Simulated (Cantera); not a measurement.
**CaCl2 + H2O + N2 (halide evaporation, hydrolysis and transport)**

Charge: 1 mol CaCl2, a varied amount of H2O, 26 mol N2, at 26.3 Torr.

Method: chemical equilibrium by Gibbs-energy minimisation in Cantera with the NASA 1993 tables (ideal gas, pure condensed phases). Candidate condensed phases: Ca, CaCl2, CaO, Ca(OH)2, H2O, NH4Cl; 36 gas species. Mutual solubility and eutectic melting of coexisting phases are not modelled. Condensed phases not in the tables: oxide chlorides. The numbers say what is thermodynamically allowed, not how fast it happens.

Stable condensed phases:

```
T in K \ n(H2O) in mol
         0.12 0.25 0.49 0.99    2    4    8
   2098     A    A    A    A    A    A    A
   2023     A    A    A    A    A    A    A
   1948     A    A    A    A    A    A    A
   1873     A    A    A    A    A    A    A
   1798     A    A    A    A    A    A    A
   1723     A    A    A    A    A    A    A
   1648     A    A    A    A    A    A    A
   1573     A    A    A    A    A    A    A
   1498     A    A    A    A    A    A    A
   1423     B    B    B    B    A    A    A
   1348     B    B    B    B    B    A    A
   1273     B    B    B    B    B    B    A
   1198     B    B    B    B    B    B    B
   1123     B    B    B    B    B    B    B
```

A: CaO; B: CaCl2 + CaO.
